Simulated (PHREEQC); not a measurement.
PHREEQC input (ion-association model, wateq4f.dat):

```
SOLUTION_MASTER_SPECIES
  An  An-  0  An  62.0  # stands for a non-complexing anion
SOLUTION_SPECIES
  An- = An-
    -log_k 0
    -gamma 3.0 0
  PO4-3 + 3H+ = H3PO4  # constants of phreeqc.dat
    -log_k 21.721
    -delta_h -10.1 kJ
PHASES
  Fix_H+
    H+ = H+
    -log_k 0
SOLUTION 1
  temp 25
  units mmol/kgw
  pH 7 charge
  B 0.00022
  As(3) 0.00012
  Na 100.077
  P 0.077
  An 100
END
SELECTED_OUTPUT 1
  -reset false
  -pH true
  -pe true
  -ionic_strength true
  -water true
  -totals As B Na P As(3) As(5)
  -molalities Hfo_wOH Hfo_wOH2+ Hfo_wO- Hfo_sOH Hfo_sOH2+ Hfo_sO- Hfo_wH2BO3 Hfo_wH2AsO3 Hfo_wH2PO4 Hfo_wHPO4-
    Hfo_wPO4-2
  -saturation_indices Arsenolite
USER_PUNCH 1
  -headings sigma psi
  10 PUNCH EDL("sigma", "Hfo"), EDL("psi", "Hfo")
PRINT
  -reset false
USE solution 1
SURFACE 1
  Hfo_wOH 8.08989e-05 600 0.036
  Hfo_sOH 2.02247e-06
EQUILIBRIUM_PHASES 1
  Fix_H+ -3 HAn 10
    -force_equality true
END
# ... the last block is repeated for the other 16 points of pH, with NaOH or the acid as the point needs
```

Selected output (columns that matter, 17 of 17 rows; pH added in front):

```
pH	mu	As	B	Na	P	m_Hfo_wOH	m_Hfo_wOH2+	m_Hfo_wO-	m_Hfo_sOH	m_Hfo_sOH2+	m_Hfo_sO-	si_Arsenolite	sigma	psi
3	0.1013	1.1956e-07	2.2e-07	0.10008	1.1836e-05	1.3912e-08	1.572e-05	2.8205e-13	1.7883e-09	2.0207e-06	3.6254e-14	-12.441	0.07306	0.073172
3.5	0.10047	1.1882e-07	2.2e-07	0.10008	1.2316e-05	3.7723e-08	1.6176e-05	2.0153e-12	4.7055e-09	2.0178e-06	2.5138e-13	-12.446	0.065602	0.068487
4	0.1002	1.1707e-07	2.2e-07	0.10008	1.3799e-05	9.4883e-08	1.76e-05	1.1718e-11	1.0845e-08	2.0116e-06	1.3393e-12	-12.459	0.054476	0.060438
4.5	0.10012	1.1351e-07	2.2e-07	0.10008	1.6316e-05	2.1673e-07	1.9992e-05	5.3824e-11	2.169e-08	2.0008e-06	5.3867e-12	-12.486	0.040809	0.048807
5	0.10009	1.0704e-07	2.2e-07	0.10008	1.969e-05	4.5896e-07	2.3117e-05	2.0874e-10	3.9371e-08	1.9831e-06	1.7907e-11	-12.537	0.027082	0.034774
5.5	0.10008	9.6418e-08	2.2e-07	0.10008	2.358e-05	9.2694e-07	2.6528e-05	7.42e-10	6.8282e-08	1.9541e-06	5.4659e-11	-12.627	0.014597	0.01972
6	0.10008	8.0815e-08	2.2e-07	0.10008	2.7674e-05	1.8388e-06	2.9692e-05	2.6087e-09	1.1793e-07	1.9044e-06	1.6731e-10	-12.781	0.0035042	0.0048441
6.5	0.10008	6.0587e-08	2.2e-07	0.10008	3.1986e-05	3.7263e-06	3.209e-05	9.9125e-09	2.1036e-07	1.8115e-06	5.5959e-10	-13.033	-0.0062286	-0.0085829
7	0.10009	3.9e-08	2.1999e-07	0.10008	3.7112e-05	7.9421e-06	3.2944e-05	4.3863e-08	3.9244e-07	1.6279e-06	2.1674e-09	-13.421	-0.014344	-0.019394
7.5	0.10011	2.2523e-08	2.1998e-07	0.10009	4.4164e-05	1.6878e-05	3.0876e-05	2.1137e-07	7.1167e-07	1.3019e-06	8.9122e-09	-13.915	-0.021194	-0.027939
8	0.10015	1.3948e-08	2.1997e-07	0.10011	5.3437e-05	3.1482e-05	2.4834e-05	9.1427e-07	1.1125e-06	8.7761e-07	3.231e-08	-14.384	-0.028109	-0.035907
8.5	0.10019	1.1285e-08	2.1996e-07	0.10014	6.288e-05	4.7211e-05	1.6333e-05	3.1262e-06	1.4322e-06	4.9547e-07	9.4834e-08	-14.714	-0.036142	-0.04431
9	0.10022	1.3668e-08	2.1997e-07	0.10016	7.0275e-05	5.6832e-05	9.1375e-06	8.0977e-06	1.5518e-06	2.4951e-07	2.2112e-07	-14.895	-0.046858	-0.054201
9.5	0.10026	2.4463e-08	2.1998e-07	0.10021	7.4815e-05	5.8224e-05	5.0671e-06	1.5327e-05	1.4978e-06	1.3035e-07	3.9429e-07	-15.009	-0.064837	-0.068009
10	0.10036	5.0014e-08	2.1999e-07	0.10031	7.6509e-05	5.4533e-05	2.9855e-06	2.282e-05	1.3728e-06	7.5158e-08	5.7447e-07	-15.223	-0.094964	-0.085679
10.5	0.10066	8.4866e-08	2.2e-07	0.1006	7.69e-05	4.7672e-05	1.6562e-06	3.1436e-05	1.1938e-06	4.1474e-08	7.872e-07	-15.705	-0.13722	-0.10357
11	0.10158	1.0849e-07	2.2e-07	0.10152	7.698e-05	3.7853e-05	7.7713e-07	4.2238e-05	9.4668e-07	1.9436e-08	1.0563e-06	-16.476	-0.19002	-0.11964
```

H3PO4, which wateq4f.dat lacks, is added to it with the constant of phreeqc.dat. The oxide is taken as insoluble; below pH 4 it would dissolve.
